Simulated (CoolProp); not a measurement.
n-perfluorohexane along the isobar 0.569 MPa: density (kg/m³) from the reference equation and from simpler models built on Tc = 448.0 K, pc = 1.742 MPa, ω = 0.497; each cubic takes its own stable root.

Model: reference Helmholtz-energy equation of state, Gao 2022, in CoolProp.

```tsv
T (K)	phase	reference	van der Waals	Redlich-Kwong	Soave-Redlich-Kwong	Peng-Robinson
254.7	liquid	1800	1000	1474	1556	1751
268.6	liquid	1762	980.5	1440	1528	1721
282.6	liquid	1723	959.4	1404	1497	1687
296.5	liquid	1683	937.1	1366	1463	1651
310.5	liquid	1642	913.0	1325	1426	1611
324.4	liquid	1600	887.0	1281	1386	1567
338.4	liquid	1555	858.1	1233	1340	1517
352.3	liquid	1508	83.37	1181	1290	1462
366.3	liquid	1456	77.82	1122	1233	1398
380.2	liquid	1399	73.20	77.23	1167	1324
394.2	gas	75.39	69.21	72.11	74.46	75.75
408.1	gas	69.82	65.75	67.88	69.23	70.36
422.1	gas	65.39	62.66	64.26	64.95	65.95
436	gas	61.76	59.93	61.12	61.39	62.28
450	gas	58.64	57.44	58.34	58.31	59.11
```

At some of these states van der Waals, Redlich-Kwong gives the other phase, because its saturation line lies elsewhere.
